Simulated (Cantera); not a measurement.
Feed: 1 mol CO₂, 0.06 mol SO₂, 14 mol H₂, equilibrated at 420000 Pa.

Cantera equilibrium calculation (NASA polynomials, part measured and part estimated; ideal gas, pure solids and liquids). Candidate condensed phases: C, C₆H₆, C₇H₈, C₈H₁₈, H₂O, H₂SO₄, S; 123 gas species. Equilibrium is a limit: real reactors are often held back by kinetics, nucleation or transport.

Question: At 1023 K, list the 6 most abundant gas species with their mole fractions, and the condensed phases.

Answer: H₂ 0.806, H₂O 0.118, CH₄ 0.0415, CO 0.0257, CO₂ 0.00491, H₂S 0.00433. Condensed: gas only.
